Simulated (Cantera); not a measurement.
Charge: 1 mol NH3, 0.016 mol SO2, 5.7 mol N2, held at 848 K and 2900000 Pa.

Cantera equilibrium calculation (NASA polynomials, part measured and part estimated; ideal gas, pure solids and liquids). Candidate condensed phases: H2O, H2SO4, S; 35 gas species. Equilibrium is a limit: real reactors are often held back by kinetics, nucleation or transport.

Base state: N2 0.806, H2 0.183, H2O 0.00417, NH3 0.00387, H2S 0.00209 (mole fractions); condensed: gas only.

Question: What changes in the equilibrium state with this change: temperature from 848 K to 3425 K?

Answer: 
```tsv
species	before	after
N2	0.806	0.789
H2	0.183	0.167
H	<1e-9	0.0377
SH	<1e-9	0.000926
S	<1e-9	0.000710
```

Question: What changes in the equilibrium state with this change: NH3 replaced by HF?

Answer: 
```csv
species,before,after
N2,0.806,0.849
HF,0,0.149
SO2,<1e-9,0.00238
H2,0.183,<1e-9
NH3,0.00387,<1e-9
H2S,0.00209,<1e-9
H2F2,0,4.76e-5
H2O,0.00417,5.13e-7
```

Question: What changes in the equilibrium state with this change: NH3 replaced by H2O?

Answer: 
| species | before | after |
|---|---|---|
| N2 | 0.806 | 0.849 |
| H2O | 0.00417 | 0.149 |
| SO2 | <1e-9 | 0.00238 |
| H2 | 0.183 | 5.03e-8 |
| NH3 | 0.00387 | <1e-9 |
| H2S | 0.00209 | <1e-9 |
